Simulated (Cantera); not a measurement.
Cantera run:

```python
import numpy as np
import cantera as ct

gas_names = [...]  # 113 gases of nasa_gas.yaml made of C, H, O, Pb
cond_names = """
    C(gr) C6H6(L) C7H8(L) C8H18(L),n-octa H2O(s) H2O(L) Pb(cr) Pb(L) PbO(rd) PbO(yw) PbO(L) PbO2(s)
    Pb3O4(s)
""".split()


# ... load() reads the species with a 1 bar reference pressure and builds the phases ...
atoms = {
    'PbO': {'Pb': 1, 'O': 1},
    'CO': {'C': 1, 'O': 1},
    'H2': {'H': 2},
    'C': {'C': 1},
}
top_T = {'C(gr)': 4500, 'Pb3O4(s)': 820}  # K; cautious upper limits of use, not melting points


# ... equilibrate(T, P, feed) seeds the gas with the atoms and calls Mixture.equilibrate('TP', solver="vcs", rtol=1e-11, max_steps=5000) ...
results = []
feed = {'PbO': 1, 'CO': 2.4, 'H2': 6.9, 'C': 0.97}  # mol
T = 1773  # K
for P in [10, 42, 180, 750, 3200, 13000, 56000, 240000, 1000000]:
    mix = equilibrate(T, P, feed)
    results.append((T, P, feed, dict(zip(mix.species_names, mix.species_moles))))

top = {s: max(r[3][s] / sum(r[3][g] for g in gas_names) for r in results) for s in gas_names}
cols = sorted((s for s in top if top[s] > 0.001), key=lambda s: -top[s])[:7]
seen = [c for c in cond_names if any(r[3].get(c, 0) > 1e-12 for r in results)]
print("log10 of partial pressures in bar; condensed amounts in mol")
print(f"{'P/Pa':>10s}" + "".join(f"{s[:9]:>10s}" for s in cols + seen))
for T, P, feed, n in results:
    ng = sum(n[g] for g in gas_names)
    print(f"{P:10.4g}" + "".join(f"{np.log10(max(n[s] / ng * P / 1e5, 1e-99)):10.3f}" for s in cols)
          + "".join(f"{n.get(c, 0):10.4g}" for c in seen))
```

Output:

```
log10 of partial pressures in bar; condensed amounts in mol
      P/Pa        H2        CO        Pb         H       H2O     Pb(L)
        10    -4.227    -4.530    -5.057    -5.660    -6.635         0
        42    -3.598    -3.904    -4.431    -5.345    -6.009         0
       180    -2.962    -3.271    -3.798    -5.027    -5.375         0
       750    -2.341    -2.650    -3.177    -4.717    -4.754         0
      3200    -1.710    -2.020    -2.547    -4.401    -4.124         0
   1.3e+04    -1.101    -1.411    -1.938    -4.097    -3.515         0
   5.6e+04    -0.467    -0.777    -1.304    -3.779    -2.880         0
   2.4e+05     0.165    -0.145    -0.673    -3.463    -2.241         0
     1e+06     0.815     0.505    -0.646    -3.139    -1.493    0.7623
```

These are equilibrium values from Cantera (NASA tables, ideal gas, pure condensed phases), not measurements of a reactor.
